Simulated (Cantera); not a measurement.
Feed: 1 mol HMDSO, 0.2 mol N2O, held at 1.00 bar.

Points: T (K) = 650, 700, 750, 800, 850, 900, 950, 1000, 1050, 1100.

Cantera's Mixture.equilibrate('TP', solver="vcs", rtol=1e-11, max_steps=5000) on the NASA tables stopped like this:

```
ERROR: FAILURE its = 5001!

*******************************************************************************
CanteraError thrown by MultiPhase::equilibrate:
VCS solver failed. Return code: -1
*******************************************************************************
```

Question: What got this run through?

Answer: This is not unique; one that fits is The failure is numerical, not chemical. The same input converged with solver="gibbs", rtol=1e-10, max_steps=50000, and the result passed a check of the equilibrium conditions:
```
log10 of partial pressures in bar; condensed amounts in mol
       T/K        H2       CH4     C(gr)    SiC(b) SiO2(Lqz) SiO2(hqz) Si2N2O(s)
       650    -0.750    -0.085     0.839       1.1       0.5         0       0.2
       700    -0.539    -0.148      1.16       1.1       0.5         0       0.2
       750    -0.372    -0.240     1.612       1.1       0.5         0       0.2
       800    -0.246    -0.364     2.182       1.1       0.5         0       0.2
       850    -0.157    -0.519     2.809       1.1         0       0.5       0.2
       900    -0.097    -0.699     3.401       1.1         0       0.5       0.2
       950    -0.059    -0.894     3.882       1.1         0       0.5       0.2
      1000    -0.037    -1.093     4.228       1.1         0       0.5       0.2
      1050    -0.023    -1.288     4.459       1.1         0       0.5       0.2
      1100    -0.015    -1.475     4.608       1.1         0       0.5       0.2
```

The gas is ideal and each condensed phase is pure. The feed counts by its element totals alone. Mutual solubility and eutectic melting of coexisting phases are not modelled.
